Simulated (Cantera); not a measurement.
An isothermal, constant-pressure homogeneous reactor starts with NO : N2 = 5.9 : 8.1 (molar parts), at 2075 K and 0.987 atm.

Detailed kinetics in Cantera: GRI-Mech 3.0 (53 species, 325 reactions).

x: mole fraction; the columns are a selection and need not sum to one.

| t (s) | x NO | x N2 | x O2 | x NO2 | x N2O | x O |
|---|---|---|---|---|---|---|
| 3.00e-6 | 0.421 | 0.579 | 1.39e-9 | 4.72e-8 | [?] | 1.01e-6 |
| 9.72e-6 | 0.421 | 0.579 | 1.38e-8 | 4.41e-7 | [?] | 3.01e-6 |
| 3.15e-5 | 0.421 | 0.579 | 1.33e-7 | 3.37e-6 | [?] | 8.23e-6 |
| 0.000102 | 0.421 | 0.579 | 1.44e-6 | 1.82e-5 | [?] | 2.28e-5 |
| 0.000330 | 0.421 | 0.579 | 2.38e-5 | 7.01e-5 | [?] | 6.84e-5 |
| 0.00107 | 0.420 | 0.579 | 0.000284 | 0.000123 | 8.63e-5 | 0.000113 |
| 0.00346 | 0.418 | 0.580 | 0.00134 | 0.000131 | 8.63e-5 | 0.000121 |
| 0.0112 | 0.411 | 0.583 | 0.00479 | 0.000150 | 8.30e-5 | 0.000139 |
| 0.0363 | 0.389 | 0.595 | 0.0160 | 0.000194 | [?] | 0.000185 |
| 0.118 | 0.321 | 0.628 | 0.0497 | 0.000249 | [?] | 0.000281 |
| 0.381 | 0.173 | 0.703 | 0.124 | 0.000204 | [?] | 0.000420 |
| 1.23 | 0.0379 | 0.770 | 0.191 | 5.53e-5 | [?] | 0.000514 |
| 4.00 | 0.0101 | 0.784 | 0.205 | 1.52e-5 | [?] | 0.000531 |

Question: Some entries are withheld; supply them.

Answer: 
- 3.00e-6, x N2O: 1.04e-6
- 9.72e-6, x N2O: 3.33e-6
- 3.15e-5, x N2O: 1.03e-5
- 0.000102, x N2O: 2.94e-5
- 0.000330, x N2O: 6.47e-5
- 0.0363, x N2O: 7.33e-5
- 0.118, x N2O: 4.87e-5
- 0.381, x N2O: 1.39e-5
- 1.23, x N2O: 1.09e-6
- 4.00, x N2O: 5.23e-7
